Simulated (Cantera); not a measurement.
Mixture: 14.3 % CH₄, 4.30 % CO, 17.0 % O₂, 64.3 % N₂, equivalence ratio 1.8, at 3750 Torr, adiabatic and at constant volume. Ignition delay is the time to a rise of 400 K.

Detailed kinetics in Cantera: GRI-Mech 3.0 (53 species, 325 reactions).

Problem. At T0 = 1675 K, what is the delay, and which 6 reactions control it most (d ln τ / d ln k, from doubling and halving each rate constant)?

Solution. The delay is 82.2 µs.
| reaction | d ln τ / d ln k | faster rate |
|---|---|---|
| CH3 + O2 <=> CH3O + O | -0.42 | shortens it |
| H + O2 <=> O + OH | -0.29 | shortens it |
| 2 CH3 (+M) <=> C2H6 (+M) | 0.26 | lengthens it |
| CH4 + H <=> CH3 + H2 | 0.21 | lengthens it |
| CH3 + O2 <=> CH2O + OH | -0.16 | shortens it |
| CH3 + HO2 <=> CH3O + OH | -0.13 | shortens it |
